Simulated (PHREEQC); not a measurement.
Make-up at 50 °C: 28 mmol/kgw NaOH and 0.16 mmol/kgw CdCl2. Closed to the air; pH follows from the charge balance.

Equilibrium calculation in PHREEQC: ion-association model, wateq4f.dat.

This is a speciation only: nothing precipitates in the calculation.

Question: Estimate the pH.

Answer: pH 11.64.

Question: In which forms is Cd present?

Answer: Cd(OH)2 74 %, CdOH+ 21 %, Cd(OH)3- 4.3 %, CdOHCl 0.7 % of the Cd.

Species that the database lacks are ignored. At this temperature some constants are extrapolated from 25 °C, and those without enthalpy data are left unchanged.
